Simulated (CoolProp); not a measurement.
R134a along the isotherm 427.8 K: density (kg/m³) from the reference equation and from simpler models built on Tc = 374.2 K, pc = 4059 kPa, ω = 0.327; each cubic takes its own stable root.

Computed with CoolProp (reference Helmholtz-energy equation of state, Tillner-Roth 1994).

| p (kPa) | phase | reference |
|---|---|---|
| 1010 | gas | 30.67 |
| 2030 | gas | 65.75 |
| 3040 | gas | 105.9 |
| 4060 | supercritical | 153.8 |
| 5070 | supercritical | 211.2 |
| 6090 | supercritical | 282.7 |
| 7100 | supercritical | 368.1 |
| 8120 | supercritical | 462.0 |
| 9130 | supercritical | 546.8 |
| 10100 | supercritical | 612.2 |

Problem. How far does each simpler model (ideal gas, Redlich-Kwong, Peng-Robinson) lie from the reference over these 10 states: mean and median of the absolute difference, and the worst?

Solution. 
- ideal gas: mean 32.7 %, median 34.7 %, worst -52.7 % at 427.8 K and 10100 kPa
- Redlich-Kwong: mean 3.1 %, median 2.5 %, worst +5.8 % at 427.8 K and 6090 kPa
- Peng-Robinson: mean 3.4 %, median 1.4 %, worst -9.5 % at 427.8 K and 10100 kPa
